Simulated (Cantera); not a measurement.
A perfectly stirred reactor is fed with H2 : O2 = 0.13 : 1 (molar parts), at 20.0 Torr; it is held at 1175 K, and followed from long to short residence time.

Model: the H2/O2 subset of GRI-Mech 3.0, which has no nitrogen chemistry, integrated in Cantera. Radical loss at walls, strong at low pressure, is not modelled. The temperature is held fixed by assumption; the heat of reaction is taken as removed at once.

Task: What does this change do: temperature 1175 to 925 K?

Result: 
| quantity | before | after |
|---|---|---|
| x(H2) at τ = 9.60 s | 6.09e-5 | 0.000383 |
| x(O2) at τ = 9.60 s | 0.877 | 0.878 |
| x(H) at τ = 9.60 s | 1.03e-5 | 5.22e-6 |
| x(OH) at τ = 9.60 s | 0.000458 | 8.65e-5 |
| x(O) at τ = 9.60 s | 0.000263 | 9.19e-5 |
| x(H2) at τ = 95.0 ms | 0.00105 | 0.00505 |
| x(O2) at τ = 95.0 ms | 0.872 | 0.876 |
| x(H) at τ = 95.0 ms | 0.000989 | 0.000509 |
| x(OH) at τ = 95.0 ms | 0.00217 | 0.000592 |
| x(O) at τ = 95.0 ms | 0.00533 | 0.00138 |
Below about 950 K walls govern HO2 and H2O2 in real vessels.
